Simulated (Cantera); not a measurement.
A perfectly stirred reactor is fed with 9.09 % H₂, 6.99 % O₂, 83.9 % N₂, equivalence ratio 0.65, at 0.750 bar; it is held at 1250 K, and followed from long to short residence time.

Cantera simulation using GRI-Mech 3.0 (53 species, 325 reactions); the numbers are that mechanism's predictions, not measurements. The temperature is held fixed by assumption; the heat of reaction is taken as removed at once.

x: mole fraction; the columns are a selection and need not sum to one.

| τ (s) | x H₂ | x O₂ | x NO | x OH | x H₂O | x H₂O₂ | x N₂O |
|---|---|---|---|---|---|---|---|
| 1.3 | 6.87e-5 | 0.0256 | 5.86e-7 | 0.000102 | 0.0951 | … | 6.01e-7 |
| 0.33 | 0.000171 | 0.0257 | 4.30e-7 | 0.000160 | 0.0950 | … | 4.75e-7 |
| 0.086 | 0.000410 | 0.0257 | 4.30e-7 | 0.000253 | 0.0946 | … | 3.45e-7 |
| 0.022 | 0.000969 | 0.0259 | 6.76e-7 | 0.000407 | 0.0939 | … | 2.36e-7 |
| 0.0058 | 0.00217 | 0.0264 | 1.32e-6 | 0.000649 | 0.0922 | … | 1.58e-7 |
| 0.0015 | 0.00475 | 0.0277 | 2.52e-6 | 0.00103 | 0.0884 | 1.89e-6 | 1.04e-7 |
| 0.00039 | 0.00981 | 0.0304 | 3.87e-6 | 0.00155 | 0.0803 | 2.04e-6 | 6.81e-8 |

Problem. What belongs in the gaps?

Solution. 
- 1.3, x H₂O₂: 2.00e-7
- 0.33, x H₂O₂: 3.79e-7
- 0.086, x H₂O₂: 6.65e-7
- 0.022, x H₂O₂: 1.07e-6
- 0.0058, x H₂O₂: 1.52e-6
